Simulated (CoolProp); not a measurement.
Sulfur dioxide along the isotherm 472.4 K: Z from the reference equation and from simpler models built on Tc = 430.6 K, pc = 7.887 MPa, ω = 0.256; each cubic takes its own stable root.

The numbers come from the reference Helmholtz-energy equation of state, Gao 2016 in CoolProp.

```tsv
p (MPa)	phase	reference	van der Waals	Redlich-Kwong	Soave-Redlich-Kwong	Peng-Robinson
0.0374	gas	0.9988	0.9989	0.9988	0.9988	0.9987
0.0631	gas	0.9980	0.9981	0.9979	0.9980	0.9977
0.107	gas	0.9966	0.9968	0.9965	0.9966	0.9962
0.18	gas	0.9943	0.9946	0.9940	0.9943	0.9935
0.303	gas	0.9903	0.9908	0.9900	0.9904	0.9891
0.512	gas	0.9836	0.9845	0.9830	0.9838	0.9816
0.864	gas	0.9721	0.9735	0.9711	0.9725	0.9687
1.46	gas	0.9524	0.9546	0.9506	0.9531	0.9468
2.46	gas	0.9181	0.9214	0.9151	0.9197	0.9093
4.15	gas	0.8567	0.8605	0.8515	0.8602	0.8434
7.01	gas	0.7401	0.7363	0.7295	0.7492	0.7232
11.8	supercritical	0.4964	0.4407	0.4763	0.5360	0.5053
```
